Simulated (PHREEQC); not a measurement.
A column of 0.1 m (40 cells, dispersivity 0.005 m, 60 s a shift, diffusion coefficient 3e-10 m²/s) holds 0.035 eq of the database's cation exchanger X per kg of pore water, first in equilibrium with 0.34 mmol/kgw PbCl2, 0.75 mmol/kgw CdCl2 and 0.01 mmol/kgw HCl. It is flushed with 0.023 mol KBr and 1e-05 mol HCl per kg of water, at 25 °C. Values are for the last cell. CO2 from the air is kept out. Precipitation was switched off in this run.

Computed with PHREEQC (ion-association model, phreeqc.dat).

Predict K in solution (mol/kgw), Cd in solution (mol/kgw), Cl in solution (mol/kgw) at pore volumes = 1.613, 5.812.


| pore volumes | K in solution (mol/kgw) | Cd in solution (mol/kgw) | Cl in solution (mol/kgw) |
|---|---|---|---|
| 1.613 | 0.00662 | 0.00552 | 0.000106 |
| 5.812 | 0.0219 | 3.19e-5 | 1.00e-5 |
